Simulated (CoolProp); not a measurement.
Vapour-liquid equilibrium of n-hexane (1) + benzene (2) at 0.514 MPa; x and y are mole fractions of (1).

The numbers come from the multi-fluid Helmholtz-energy mixture model, Thol 2019 and Thol 2012; pair parameters Bell 2016 in CoolProp.

```csv
x,"bubble temperature, mixture model (K)","bubble temperature, Raoult's law (K)","y, mixture model","y, Raoult's law"
0.05,415.2,416.4,0.083,0.064
0.15,412.1,415.0,0.218,0.187
0.25,409.9,413.7,0.329,0.303
0.35,408.2,412.3,0.424,0.413
0.45,406.9,411.0,0.511,0.517
0.55,405.9,409.8,0.595,0.615
0.65,405.2,408.6,0.678,0.709
0.75,404.7,407.4,0.763,0.797
0.85,404.5,406.2,0.853,0.882
0.95,404.4,405.0,0.949,0.962
```

The largest gap from Raoult's law is -4.1 K in bubble temperature, at x = 0.45. y crosses x between x = 0.85 and 0.95: the model has an azeotrope there.

The pair parameters rest on a limited set of measurements; away from them the model extrapolates.
